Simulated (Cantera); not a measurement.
# Low-pressure radical oxidation in H2/O2

An isothermal, constant-pressure homogeneous reactor starts with 15.4 % H₂, 44.1 % O₂, 40.5 % N₂, at 1348 K and 20.0 Torr.

Computed with Cantera and GRI-Mech 3.0 (53 species, 325 reactions). Radical loss at walls, strong at low pressure, is not modelled. The temperature is held fixed by assumption; the heat of reaction is taken as removed at once.

```tsv
t (s)	x H₂	x O₂	x OH	x N₂O	x H₂O	x H₂O₂
0.000600	0.0200	0.361	0.0130	1.30e-9	0.101	3.72e-7
0.00154	0.00871	0.354	0.0105	4.93e-9	0.119	2.77e-7
0.00397	0.00724	0.363	0.00964	5.76e-9	0.130	3.01e-7
0.0102	0.00418	0.377	0.00745	7.97e-9	0.149	3.13e-7
0.0262	0.00115	0.389	0.00395	1.35e-8	0.162	2.24e-7
0.0674	0.000179	0.393	0.00156	2.13e-8	0.166	9.62e-8
0.173	2.96e-5	0.393	0.000639	2.65e-8	0.167	3.44e-8
0.445	6.48e-6	0.394	0.000300	2.85e-8	0.167	1.25e-8
1.14	1.79e-6	0.394	0.000158	2.72e-8	0.167	4.76e-9
2.94	6.26e-7	0.394	9.37e-5	2.12e-8	0.167	2.12e-9
7.57	3.50e-7	0.394	7.01e-5	1.12e-8	0.167	1.41e-9
19.4	3.24e-7	0.394	6.74e-5	4.92e-9	0.167	1.34e-9
50.0	3.24e-7	0.394	6.74e-5	4.31e-9	0.167	1.34e-9
```
x: mole fraction; the columns are a selection and need not sum to one.

Equilibrium at this temperature and pressure: H₂ 3.24e-7, O₂ 0.393, OH 6.74e-5, N₂O 4.34e-9, H₂O 0.167, H₂O₂ 1.34e-9 (gas phase only).
